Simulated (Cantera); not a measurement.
Thermodynamics of roasting and sulfation, feed FeS + SO₃ + H₂O + SO₂

Input: 1 mol FeS, 0.47 mol SO₃, 1.2 mol H₂O, a varied amount of SO₂, equilibrated at 977 °C and 11.3 Torr.

Method: chemical equilibrium by Gibbs-energy minimisation in Cantera with the NASA 1993 tables (ideal gas, pure condensed phases). Candidate condensed phases: Fe, FeO, Fe(OH)₂, Fe(OH)₃, FeS, FeSO₄, FeS₂, Fe₂O₃, Fe₂(SO₄)₃, Fe₃O₄, H₂O, H₂SO₄, S; 22 gas species. Metal and sulfide melt together well below either melting point, which pure phases cannot show. Mutual solubility and eutectic melting of coexisting phases are not modelled. The tables' stoichiometric FeO is somewhat more stable than real wüstite, so its field is too wide. FeO, FeS: taken at fixed stoichiometry. Gases not in the tables: S₃ to S₇. Kinetics and transport are ignored.

```
n(SO₂) (mol)  log p SO₂  log p H₂O  log p S₂  log p H₂  log p H₂S  log p S₂O  n FeO(s)  n FeS(s)  n Fe₃O₄(s)
------------  ---------  ---------  --------  --------  ---------  ---------  --------  --------  ----------
0.052             -2.32      -2.06     -3.03     -3.47      -3.79      -4.71     0.354     0.646           0
0.077             -2.32      -2.06     -3.03     -3.48      -3.80      -4.70     0.359     0.641           0
0.11              -2.30      -2.07     -3.02     -3.49      -3.81      -4.69     0.365     0.635           0
0.17              -2.28      -2.08     -3.01     -3.51      -3.82      -4.67     0.376     0.624           0
0.25              -2.26      -2.10     -2.99     -3.53      -3.84      -4.65     0.391     0.609           0
0.38              -2.22      -2.12     -2.97     -3.57      -3.86      -4.61     0.414     0.586           0
0.56              -2.19      -2.16     -2.94     -3.62      -3.90      -4.57     0.447     0.553           0
0.84              -2.15      -2.20     -2.92     -3.67      -3.94      -4.54         0     0.560       0.147
1.3               -2.10      -2.27     -2.88     -3.75      -4.00      -4.48         0     0.482       0.173
1.9               -2.06      -2.35     -2.84     -3.84      -4.07      -4.43         0     0.382       0.206
2.8               -2.02      -2.44     -2.81     -3.95      -4.16      -4.39         0     0.231       0.256
```
log p: log10 of the partial pressure in bar; n: condensed amount in mol.

From 0.052 mol SO₂ to 0.56 mol SO₂ the condensed part is FeO(s) + FeS(s). From 0.84 mol SO₂ to 2.8 mol SO₂ the condensed part is FeS(s) + Fe₃O₄(s). The main Fe-bearing gas is Fe(OH)₂ throughout.
